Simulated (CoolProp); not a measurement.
Values from CoolProp's reference Helmholtz-energy equation of state, Smukala 2000.

Q: Give the vapour pressure (bar), liquid density (kg/m³), enthalpy of vaporisation (kJ/kg), liquid cp (kJ/(kg K)) of saturated ethylene at 245.8 K.

A: 
```json
[
 {"T (K)": "245.8", "p (bar)": "20.8", "liquid density (kg/m³)": "433", "enthalpy of vaporisation (kJ/kg)": "319", "liquid cp (kJ/(kg K))": "3.21"}
]
```
